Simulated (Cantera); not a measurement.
What does this Cantera script print?

```python
import numpy as np
import cantera as ct

gas_names = """
    Fe FeO O O2 O3 S SO SO2 SO3 S2 S2O S8
""".split()
cond_names = """
    Fe(a) Fe(c) Fe(d) Fe(L) FeO(s) FeO(L) FeS(a) FeS(b) FeS(c) FeS(L) FeSO4(s) FeS2(s) Fe2O3(s)
    Fe2S3O12(s) Fe3O4(s) S(cr1) S(cr2) S(L)
""".split()


# ... load() reads the species with a 1 bar reference pressure and builds the phases ...
atoms = {
    'Fe2O3': {'Fe': 2, 'O': 3},
    'SO3': {'S': 1, 'O': 3},
    'O2': {'O': 2},
}
top_T = {'FeSO4(s)': 950, 'FeS2(s)': 1010, 'Fe2O3(s)': 1830, 'Fe2S3O12(s)': 1100, 'Fe3O4(s)': 1870}  # K; cautious upper limits of use, not melting points


# ... equilibrate(T, P, feed) seeds the gas with the atoms and calls Mixture.equilibrate('TP', solver="vcs", rtol=1e-11, max_steps=5000) ...
results = []
feed = {'Fe2O3': 1, 'SO3': 0.7, 'O2': 0.04}  # mol
T = 1000  # K
P = 1000  # Pa
mix = equilibrate(T, P, feed)
results.append((T, P, feed, dict(zip(mix.species_names, mix.species_moles))))
x = sorted(zip(gas.X, gas.species_names), reverse=True)
print(f"T = {T:g} K  P = {P:g} Pa  gas = {mix.phase_moles(0):.4g} mol")
print("   x: " + "  ".join(f"{s} {v:.3e}" for v, s in x if v > 1e-05))
print("   condensed (mol): " + ("  ".join(f"{mix.phase(i).name} {mix.phase_moles(i):.4g}"
      for i in range(1, mix.n_phases) if mix.phase_moles(i) > 1e-12) or "none"))
```

It prints:

```
T = 1000 K  P = 1000 Pa  gas = 1.057 mol
   x: SO2 5.995e-01  O2 3.376e-01  SO3 6.292e-02
   condensed (mol): Fe2O3(s) 1
```

Equilibrium computed with Cantera from the NASA thermochemical tables; the gas is ideal and each condensed phase is pure.
